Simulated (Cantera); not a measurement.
Input: 1 mol SiCl4, 0.6 mol O3, held at 750 Torr.

Cantera equilibrium calculation (NASA polynomials, part measured and part estimated; ideal gas, pure solids and liquids). Candidate condensed phases: Si, SiO2; 15 gas species. The tables' values for SiCl3 are old estimates; treat these amounts as uncertain. The tables hold silica as quartz up to 1696 K and as liquid above; real silica turns to tridymite and cristobalite and melts near 1996 K. Equilibrium is a limit: real reactors are often held back by kinetics, nucleation or transport. All values below are at 1900 °C.

Base state: Cl 0.699, Cl2 0.265, SiCl4 0.0334, SiCl3 0.00142, O2 0.000520, ClO 0.000213, SiCl2 5.43e-5, O 5.19e-5 (mole fractions); condensed: SiO2(l).

Question: What changes in the equilibrium state with this change: SiCl4 replaced by HMDSO?

Answer: 
```
species             before    after
----------------  --------  -------
H2                       0    0.757
CO                       0    0.234
H                        0  0.00420
Cl                   0.699        0
Cl2                  0.265        0
SiCl4               0.0334        0
SiO                3.60e-5  0.00314
C2H2 (acetylene)         0  0.00167
SiCl3              0.00142        0
O2                0.000520    <1e-9
SiO2(l), mol         0.898        0
C(graphite), mol         0     1.23
SiC(s), mol              0     1.96
```
The feed counts by its element totals alone. Gases not in the tables: Si2H6 and higher silanes. Further candidate phases: C, C6H6, C7H8, C8H18, H2O, SiC.
